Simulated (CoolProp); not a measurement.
R142b at 298.15 K and 6.01 MPa flows at 0.49 m/s in a round tube of 20 mm bore and 45 µm roughness, fully developed (64/Re and Nu = 3.66 if laminar; Colebrook and Gnielinski if turbulent). Each further row changes one setting.

The numbers come from the reference Helmholtz-energy equation of state, Lemmon 2006 in CoolProp. It is a short technical equation, of lower accuracy than the large ones.

| case | Reynolds number | Darcy friction factor | pressure drop (Pa/m) | heat-transfer coefficient (W/(m² K)) | mass flow (kg/h) |
|---|---|---|---|---|---|
| as stated | 44500 | 0.0274 | [?] | [?] | 626 |
| velocity 0.98 m/s | 89100 | [?] | 703 | 2250 | 1250 |
| diameter 40 mm | 89100 | [?] | [?] | [?] | [?] |

Question: Complete the blanks.

Answer: 
- as stated, pressure drop (Pa/m): 186
- as stated, heat-transfer coefficient (W/(m² K)): 1160
- velocity 0.98 m/s, Darcy friction factor: 0.0259
- diameter 40 mm, Darcy friction factor: 0.0228
- diameter 40 mm, pressure drop (Pa/m): 77.4
- diameter 40 mm, heat-transfer coefficient (W/(m² K)): 1020
- diameter 40 mm, mass flow (kg/h): 2510

Viscosity comes from a separate model (Huber 2003), an estimate that may be off by 10 % or more. Thermal conductivity comes from a separate model (Huber 2003), an estimate that may be off by 10 % or more.
